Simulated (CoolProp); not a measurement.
A single-stage vapour-compression cycle with the fluid: evaporating at 258.15 K (dew point), condensing at 297.15 K (bubble point), superheat 8 K, subcooling 2 K, compressor efficiency 0.65, no pressure losses. The same conditions are run with several fluids, on thermodynamics alone (safety and materials aside).

Computed with CoolProp (reference Helmholtz-energy equation of state of each fluid (chloromethane (R40): Thol 2014; R125: Lemmon 2005; R21: Platzer 1990; R245fa: Akasaka 2015; n-pentane: Thol 2019; nitrous oxide: Lemmon 2006)). The equations of Platzer and Polt are older, rougher fits.

```csv
fluid,cooling COP,pressure ratio,discharge temperature (K),refrigerating effect (kJ/kg),volumetric capacity (kJ/m³)
chloromethane (R40),3.70,3.80,385.3,367,1280
R125,3.36,3.31,316.8,103,2520
R21,3.82,4.85,362.3,219,375
R245fa,3.77,5.59,321.9,172,270
n-pentane,3.82,5.59,319.4,325,126
nitrous oxide,2.85,2.66,355.7,192,9800
```
